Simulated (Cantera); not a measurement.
**Equilibrium for tantalum, niobium, vanadium and zirconium in process gases: V + NH3 + H2**

Input: 1 mol V, 8.3 mol NH3, 5.3 mol H2, equilibrated at 8.70 mbar.

These are equilibrium values from Cantera (NASA tables, ideal gas, pure condensed phases), not measurements of a reactor. Candidate condensed phases: V, VN; 11 gas species. VN: taken at fixed stoichiometry. Condensed phases not in the tables: V2N, N, O or C dissolved in the metal. Kinetics and transport are ignored.

```csv
T (°C),x H2,x H,x N2,x V,x NH3,x N,n VN(s),n V(s),n V(l)
552,0.829,7.75e-11,0.171,<1e-12,6.35e-6,<1e-12,1.00,0,0
702,0.829,1.12e-8,0.171,<1e-12,1.87e-6,<1e-12,1.00,0,0
852,0.829,4.34e-7,0.171,<1e-12,7.53e-7,<1e-12,1.00,0,0
1002,0.829,7.20e-6,0.171,<1e-12,3.73e-7,<1e-12,1.00,0,0
1152,0.829,6.66e-5,0.171,8.61e-12,2.13e-7,<1e-12,1.00,0,0
1302,0.829,0.000406,0.171,2.80e-9,1.35e-7,1.67e-12,1.00,0,0
1452,0.828,0.00181,0.170,3.28e-7,9.29e-8,4.02e-11,1.000,0,0
1602,0.824,0.00638,0.170,1.76e-5,6.74e-8,5.83e-10,1.000,0,0
1752,0.794,0.0184,0.188,0.000385,5.14e-8,5.98e-9,0,0.991,0
1902,0.767,0.0458,0.185,0.00300,3.86e-8,4.24e-8,0,0.933,0
2052,0.707,0.0992,0.177,0.0165,2.75e-8,2.31e-7,0,0,0.613
2202,0.608,0.188,0.164,0.0396,1.78e-8,1.00e-6,0,0,0
2352,0.492,0.319,0.152,0.0367,1.08e-8,3.68e-6,0,0,0
```
x: gas mole fraction; n: condensed amount in mol.

From 552 °C to 1602 °C the condensed part is VN(s). From 1752 °C to 1902 °C the condensed part is V(s). At 2052 °C the condensed part is V(l). From 2202 °C to 2352 °C nothing is condensed.
